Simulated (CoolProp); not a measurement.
Vapour-liquid equilibrium of cyclohexane (1) + dimethyl carbonate (2) at 425 kPa; x and y are mole fractions of (1).

Values from CoolProp's multi-fluid Helmholtz-energy mixture model, Zhou 2014 and Zhou 2011; pair parameters Bell 2016.

```json
[
 {"x": "0.05", "bubble temperature, mixture model (°C)": "…", "bubble temperature, Raoult's law (°C)": "142.6", "y, mixture model": "0.129", "y, Raoult's law": "0.056"},
 {"x": "0.125", "bubble temperature, mixture model (°C)": "…", "bubble temperature, Raoult's law (°C)": "142.2", "y, mixture model": "…", "y, Raoult's law": "0.139"},
 {"x": "0.2", "bubble temperature, mixture model (°C)": "…", "bubble temperature, Raoult's law (°C)": "141.8", "y, mixture model": "0.354", "y, Raoult's law": "0.220"},
 {"x": "0.275", "bubble temperature, mixture model (°C)": "129.3", "bubble temperature, Raoult's law (°C)": "141.4", "y, mixture model": "…", "y, Raoult's law": "0.300"},
 {"x": "0.35", "bubble temperature, mixture model (°C)": "128.1", "bubble temperature, Raoult's law (°C)": "140.9", "y, mixture model": "0.468", "y, Raoult's law": "0.378"},
 {"x": "0.425", "bubble temperature, mixture model (°C)": "127.3", "bubble temperature, Raoult's law (°C)": "140.5", "y, mixture model": "0.507", "y, Raoult's law": "0.455"},
 {"x": "0.5", "bubble temperature, mixture model (°C)": "126.9", "bubble temperature, Raoult's law (°C)": "140.1", "y, mixture model": "0.542", "y, Raoult's law": "0.531"},
 {"x": "0.575", "bubble temperature, mixture model (°C)": "126.8", "bubble temperature, Raoult's law (°C)": "139.7", "y, mixture model": "0.576", "y, Raoult's law": "0.605"},
 {"x": "0.65", "bubble temperature, mixture model (°C)": "126.9", "bubble temperature, Raoult's law (°C)": "139.3", "y, mixture model": "0.611", "y, Raoult's law": "0.678"},
 {"x": "0.725", "bubble temperature, mixture model (°C)": "127.4", "bubble temperature, Raoult's law (°C)": "138.8", "y, mixture model": "0.652", "y, Raoult's law": "0.750"},
 {"x": "0.8", "bubble temperature, mixture model (°C)": "128.4", "bubble temperature, Raoult's law (°C)": "138.4", "y, mixture model": "…", "y, Raoult's law": "0.820"},
 {"x": "0.875", "bubble temperature, mixture model (°C)": "130.3", "bubble temperature, Raoult's law (°C)": "138.0", "y, mixture model": "…", "y, Raoult's law": "0.888"},
 {"x": "0.95", "bubble temperature, mixture model (°C)": "133.7", "bubble temperature, Raoult's law (°C)": "137.6", "y, mixture model": "…", "y, Raoult's law": "0.956"}
]
```

Some entries are withheld; supply them.


- 0.05, bubble temperature, mixture model (°C): 138.7
- 0.125, bubble temperature, mixture model (°C): 134.2
- 0.125, y, mixture model: 0.264
- 0.2, bubble temperature, mixture model (°C): 131.3
- 0.275, y, mixture model: 0.419
- 0.8, y, mixture model: 0.705
- 0.875, y, mixture model: 0.778
- 0.95, y, mixture model: 0.889

The largest gap from Raoult's law is -13.2 K in bubble temperature, at x = 0.5. y crosses x between x = 0.575 and 0.65: the model has an azeotrope there.

The pair parameters rest on a limited set of measurements; away from them the model extrapolates.
